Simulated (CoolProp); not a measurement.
The fluid at 510.41 K and 0.308 MPa (gas) is heated at constant pressure to 543 K. The same conditions are run with several fluids, on thermodynamics alone (safety and materials aside).

Model: reference Helmholtz-energy equation of state of each fluid (carbonyl sulfide: Lemmon 2006; ethanol: Schroeder 2014; octamethyltrisiloxane (MDM): Thol 2017; tetrahydrofuran: Fiedler 2023), in CoolProp.

**Question.** Rank carbonyl sulfide, ethanol, octamethyltrisiloxane (MDM), tetrahydrofuran by heat (kJ/kg), highest first.

**Answer.** ethanol (71.8), octamethyltrisiloxane (MDM) (66.3), tetrahydrofuran (63.8), carbonyl sulfide (27.1)

| fluid | final density (kg/m³) |
|---|---|
| carbonyl sulfide | 4.12 |
| ethanol | 3.18 |
| octamethyltrisiloxane (MDM) | 17.7 |
| tetrahydrofuran | 5.02 |
